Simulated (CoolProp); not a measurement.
Vapour-liquid equilibrium of CH2F2 (R32) (1) + R125 (2) at 258.6 K; x and y are mole fractions of (1).

Values from CoolProp's multi-fluid Helmholtz-energy mixture model, Tillner-Roth 1997 and Lemmon 2005; pair parameters Lemmon 2004.

| x | bubble pressure (MPa) | y at the bubble point | dew pressure at overall composition x (MPa) | liquid density (mol/L) |
|---|---|---|---|---|
| 0.05 | 0.4188 | 0.064 | 0.4172 | 11.80 |
| 0.2 | 0.4398 | 0.244 | 0.4346 | 12.70 |
| 0.35 | 0.4587 | 0.403 | 0.4525 | 13.73 |
| 0.5 | 0.4744 | 0.546 | 0.4696 | 14.93 |
| 0.65 | 0.4865 | 0.680 | 0.4841 | 16.37 |
| 0.8 | 0.4944 | 0.811 | 0.4939 | 18.12 |
| 0.95 | 0.4969 | 0.949 | 0.4969 | 20.34 |

y crosses x between x = 0.8 and 0.95: the model has an azeotrope there.

Pair parameters are fitted to limited data, so mixtures are less certain than the pure fluids.
